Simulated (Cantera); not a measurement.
A closed system holds: 1 mol SiC, 3.6 mol H2O, 14 mol N2, held at 1925 K and 0.0133 bar.

Method: chemical equilibrium by Gibbs-energy minimisation in Cantera with the NASA 1993 tables (ideal gas, pure condensed phases). Candidate condensed phases: C, C6H6, C7H8, C8H18, H2O, Si, SiC, SiO2, Si2N2O, Si3N4; 151 gas species. The tables hold silica as quartz up to 1696 K and as liquid above; real silica turns to tridymite and cristobalite and melts near 1996 K. Equilibrium is a limit: real reactors are often held back by kinetics, nucleation or transport.

What is the equilibrium state?

x(N2): 0.746
x(H2): 0.154
x(CO): 0.0506
x(H2O): 0.0360
x(SiO): 0.00684
x(H): 0.00325
x(CO2): 0.00274
x(OH): 6.56e-5
x(SiO2): 4.99e-6
n(SiO2(condensed)): 0.872 mol
gas amount: 18.76 mol
log10 activity of C(graphite) (absent): -6.34
log10 activity of Si(l) (absent): -6.48
